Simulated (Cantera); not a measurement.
Metals in furnace atmospheres: Pb + H2O + H2 + NH3

Charge: 1 mol Pb, 0.82 mol H2O, 3.8 mol H2, 0.23 mol NH3, at 18.0 mbar.

These are equilibrium values from Cantera (NASA tables, ideal gas, pure condensed phases), not measurements of a reactor. Candidate condensed phases: H2O, Pb, PbO, PbO2, Pb3O4; 27 gas species. Rates play no part.

| T (°C) | log p H2 | log p Pb | log p H2O | log p N2 | log p H | n Pb(l) |
|---|---|---|---|---|---|---|
| 802 | -1.83 | -4.12 | -2.54 | -3.39 | -8.75 | 0.978 |
| 877 | -1.84 | -3.54 | -2.54 | -3.40 | -8.05 | 0.917 |
| 952 | -1.86 | -3.03 | -2.56 | -3.41 | -7.43 | 0.722 |
| 1027 | -1.90 | -2.58 | -2.61 | -3.46 | -6.91 | 0.133 |
| 1102 | -1.91 | -2.53 | -2.61 | -3.47 | -6.42 | 0 |
| 1177 | -1.91 | -2.53 | -2.61 | -3.47 | -5.98 | 0 |
| 1252 | -1.91 | -2.53 | -2.61 | -3.47 | -5.58 | 0 |
| 1327 | -1.91 | -2.53 | -2.61 | -3.47 | -5.22 | 0 |
| 1402 | -1.91 | -2.53 | -2.62 | -3.47 | -4.89 | 0 |
log p: log10 of the partial pressure in bar; n: condensed amount in mol.

From 802 °C to 1027 °C the condensed part is Pb(l). From 1102 °C to 1402 °C nothing is condensed. The main Pb-bearing gas is Pb throughout.
